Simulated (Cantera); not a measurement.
Feed: 1 mol Si2H6, 23 mol CO2, 110 mol N2, held at 0.000260 bar.

Method: chemical equilibrium by Gibbs-energy minimisation in Cantera with the NASA 1993 tables (ideal gas, pure condensed phases). Candidate condensed phases: C, C6H6, C7H8, C8H18, H2O, Si, SiC, SiO2, Si2N2O, Si3N4; 151 gas species. The feed counts by its element totals alone. The tables hold silica as quartz up to 1696 K and as liquid above; real silica turns to tridymite and cristobalite and melts near 1996 K. Equilibrium is a limit: real reactors are often held back by kinetics, nucleation or transport.

x: gas mole fraction; n: condensed amount in mol.

```tsv
T (°C)	x N2	x CO2	x CO	x H2O	x H2	n C(graphite)	n SiO2(α-quartz)	n SiO2(β-quartz)
277	0.821	0.150	0.00651	0.00638	0.0160	1.99	2.00	0
377	0.809	0.135	0.0339	0.00449	0.0176	0	2.00	0
477	0.809	0.132	0.0375	0.00805	0.0140	0	2.00	0
577	0.809	0.128	0.0406	0.0112	0.0108	0	0	2.00
677	0.809	0.126	0.0431	0.0137	0.00838	0	0	2.00
777	0.809	0.124	0.0449	___	___	0	0	2.00
877	0.809	0.123	0.0462	0.0168	___	0	0	2.00
977	0.809	0.122	0.0471	0.0177	0.00436	0	0	2.00
1077	0.809	0.121	0.0478	0.0184	0.00368	0	0	2.00
1177	0.809	0.121	0.0483	0.0189	0.00317	0	0	2.00
1277	0.809	0.120	0.0487	0.0192	0.00278	0	0	2.00
```

**Question.** Some entries are withheld; supply them.

**Answer.** 
- 877, x H2: 0.00530
- 777, x H2O: 0.0155
- 777, x H2: 0.00659
